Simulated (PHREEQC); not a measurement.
# Hard or scaling water

A solution holds 3.8 mmol/kgw MgCl2 and 0.022 mmol/kgw CO2, at 61 °C. Closed to the air; pH follows from the charge balance.

Computed with PHREEQC (ion-association model, phreeqc.dat).

Each row changes one thing in this solution. No solid was allowed to form.

```tsv
case	pH	MgOH+ (mol/kgw)
as made	5.50	5.61e-8
CO2 left out	6.29	?
temperature from 61 to 65 °C	5.50	?
temperature from 61 to 60 °C	5.50	?
CO2 from 2.2e-05 to 0.00022 mol/kgw	?	?
diluted 5-fold with water	5.88	3.21e-8
```

**Question.** Some entries are withheld; supply them.

**Answer.** 
- CO2 left out, MgOH+ (mol/kgw): 3.48e-7
- temperature from 61 to 65 °C, MgOH+ (mol/kgw): 7.44e-8
- temperature from 61 to 60 °C, MgOH+ (mol/kgw): 5.22e-8
- CO2 from 2.2e-05 to 0.00022 mol/kgw, pH: 4.97
- CO2 from 2.2e-05 to 0.00022 mol/kgw, MgOH+ (mol/kgw): 1.69e-8

Complexes and solids missing from the database can't appear. Constants without temperature data keep their 25 °C values here.
